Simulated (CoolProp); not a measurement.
Vapour-liquid equilibrium of dimethyl ether (1) + n-pentane (2) at 29.75 °C; x and y are mole fractions of (1).

The numbers come from the multi-fluid Helmholtz-energy mixture model, Wu 2011 and Thol 2019; pair parameters Bell 2016 in CoolProp.

```json
[
 {"x": "0.05", "bubble pressure (MPa)": "0.1006", "y at the bubble point": "0.228", "dew pressure at overall composition x (MPa)": "0.08480", "liquid density (mol/L)": "8.738"},
 {"x": "0.15", "bubble pressure (MPa)": "0.1580", "y at the bubble point": "0.560", "dew pressure at overall composition x (MPa)": "0.09296", "liquid density (mol/L)": "9.139"},
 {"x": "0.25", "bubble pressure (MPa)": "0.2333", "y at the bubble point": "0.738", "dew pressure at overall composition x (MPa)": "0.1031", "liquid density (mol/L)": "9.559"},
 {"x": "0.35", "bubble pressure (MPa)": "0.3147", "y at the bubble point": "0.831", "dew pressure at overall composition x (MPa)": "0.1158", "liquid density (mol/L)": "10.00"},
 {"x": "0.45", "bubble pressure (MPa)": "0.3910", "y at the bubble point": "0.882", "dew pressure at overall composition x (MPa)": "0.1325", "liquid density (mol/L)": "10.48"},
 {"x": "0.55", "bubble pressure (MPa)": "0.4563", "y at the bubble point": "0.913", "dew pressure at overall composition x (MPa)": "0.1553", "liquid density (mol/L)": "10.99"},
 {"x": "0.65", "bubble pressure (MPa)": "0.5101", "y at the bubble point": "0.934", "dew pressure at overall composition x (MPa)": "0.1884", "liquid density (mol/L)": "11.55"},
 {"x": "0.75", "bubble pressure (MPa)": "0.5563", "y at the bubble point": "0.950", "dew pressure at overall composition x (MPa)": "0.2412", "liquid density (mol/L)": "12.18"},
 {"x": "0.85", "bubble pressure (MPa)": "0.6005", "y at the bubble point": "0.967", "dew pressure at overall composition x (MPa)": "0.3395", "liquid density (mol/L)": "12.89"},
 {"x": "0.95", "bubble pressure (MPa)": "0.6484", "y at the bubble point": "0.987", "dew pressure at overall composition x (MPa)": "0.5553", "liquid density (mol/L)": "13.72"}
]
```

No azeotrope shows between x = 0.05 and 0.95.

Pair parameters are fitted to limited data, so mixtures are less certain than the pure fluids. The gap from Raoult's law changes sign with composition, which may be real or a fault of the pair parameters; it wasn't checked against measurements.
